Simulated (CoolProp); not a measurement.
Vapour-liquid equilibrium of CHF3 (R23) (1) + CH2F2 (R32) (2) at 39.6 kPa; x and y are mole fractions of (1).

Values from CoolProp's multi-fluid Helmholtz-energy mixture model, Penoncello 2003 and Tillner-Roth 1997; pair parameters Bell 2016.

Give the bubble temperature and the first vapour's composition at x = 0.45, 0.65, 0.75. Is there an azeotrope?

x = 0.45: 185.7 K, y = 0.845; x = 0.65: 181.5 K, y = 0.927; x = 0.75: 179.8 K, y = 0.954. No azeotrope shows between x = 0.05 and 0.95.

Pair parameters are fitted to limited data, so mixtures are less certain than the pure fluids.
